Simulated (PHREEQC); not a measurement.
Model water analysis in mg/L, 25 °C, pH 6.97, pe 12:

| constituent | mg/L |
|---|---|
| Na | 0.163 |
| K | 4.44 |
| Ca | 0.587 |
| Mg | 0.414 |
| Cl | 3.18 |
| S(6) as SO4 | 2.71 |
| Alkalinity as HCO3 | 2.41 |
| Br | 0.00788 |
| Ni | 0.0368 |
| Pb | 1.2 |
| Zn | 0.0118 |
| Ba | 0.241 |

Valence states are taken as typed.

The numbers come from PHREEQC with the ion-association model, wateq4f.dat.

No solid was allowed to form.

Question: Estimate the charge-balance error.

Answer: charge-balance error 4.0 %.

Question: In which forms is Ni present?

Answer: Ni+2 89 %, NiCO3 9.7 % of the Ni.

The solution is supersaturated, for example in Pb(OH)2, so a real one may precipitate; this is no full list. Species that the database lacks are ignored.
